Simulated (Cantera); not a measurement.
A Cantera script and its output.

```python
import numpy as np
import cantera as ct

gas = ct.Solution("h2o2.yaml")
gas.TPX = 1150, 120, {'H2': 0.17, 'O2': 1}
reactor = ct.IdealGasConstPressureReactor(gas, energy="off", clone=False)
net = ct.ReactorNet([reactor])
net.rtol, net.atol = 1e-08, 1e-18
show = ['H2', 'O2', 'H2O2', 'O', 'H', 'OH']
times = np.geomspace(9e-05, 2, 14)

steps = ct.SolutionArray(gas, extra=["t"])
rows = []
print(f"{'t/s':>10s}{'T/K':>9s}{'P/Pa':>11s}" + "".join(f"{s:>11s}" for s in show))
for t in times:
    while net.time < t:
        t_next = net.step()
        steps.append(gas.state, t=t_next)
    rows.append([np.interp(t, steps.t, y) for y in (steps.T, steps.P, *steps(*show).X.T)])
    print(f"{t:10.3e}{rows[-1][0]:9.1f}{rows[-1][1]:11.4g}" + "".join(f"{x:11.3e}" for x in rows[-1][2:]))
rate = np.gradient(steps.T, steps.t)
print("integrator steps:", len(steps.t))
if steps.T.max() > steps.T[0] + 200:
    print(f"time of steepest temperature rise: {steps.t[rate.argmax()]:.4e} s")
gas.TPX = 1150, 120, {'H2': 0.17, 'O2': 1}
gas.equilibrate("TP")
print(f"equilibrium (TP): T = {gas.T:.1f} K  " + "  ".join(f"{s} {gas[s].X[0]:.3e}" for s in show))
```

Result:

```
       t/s      T/K       P/Pa         H2         O2       H2O2          O          H         OH
 9.000e-05   1150.0        120  1.453e-01  8.547e-01  1.044e-14  2.117e-11  3.253e-10  1.997e-11
 1.944e-04   1150.0        120  1.453e-01  8.547e-01  4.855e-14  9.240e-11  6.716e-10  8.202e-11
 4.197e-04   1150.0        120  1.453e-01  8.547e-01  2.264e-13  3.878e-10  1.393e-09  3.081e-10
 9.065e-04   1150.0        120  1.453e-01  8.547e-01  1.055e-12  1.607e-09  3.229e-09  1.092e-09
 1.958e-03   1150.0        120  1.453e-01  8.547e-01  4.915e-12  7.874e-09  1.106e-08  4.702e-09
 4.228e-03   1150.0        120  1.453e-01  8.547e-01  2.288e-11  8.280e-08  1.025e-07  4.714e-08
 9.130e-03   1150.0        120  1.453e-01  8.547e-01  1.094e-10  8.397e-06  1.025e-05  4.755e-06
 1.972e-02   1150.0        120  5.497e-02  8.025e-01  4.660e-08  2.825e-02  3.803e-02  9.809e-03
 4.258e-02   1150.0        120  5.074e-03  7.636e-01  1.759e-08  6.416e-02  4.689e-02  6.526e-03
 9.195e-02   1150.0        120  4.918e-03  7.660e-01  1.778e-08  6.245e-02  4.485e-02  6.437e-03
 1.986e-01   1150.0        120  4.694e-03  7.713e-01  1.856e-08  5.847e-02  4.088e-02  6.310e-03
 4.288e-01   1150.0        120  4.215e-03  7.814e-01  2.015e-08  5.067e-02  3.334e-02  6.018e-03
 9.261e-01   1150.0        120  3.265e-03  7.987e-01  2.305e-08  3.719e-02  2.130e-02  5.353e-03
 2.000e+00   1150.0        120  1.826e-03  8.203e-01  2.672e-08  1.967e-02  8.305e-03  4.053e-03
integrator steps: 792
equilibrium (TP): T = 1150.0 K  H2 2.130e-08  O2 8.433e-01  H2O2 7.487e-11  O 2.218e-07  H 3.164e-10  OH 1.407e-05
```

Computed with Cantera and the H2/O2 subset of GRI-Mech 3.0, which has no nitrogen chemistry. Radical loss at walls, strong at low pressure, is not modelled. The temperature is held fixed by assumption; the heat of reaction is taken as removed at once.
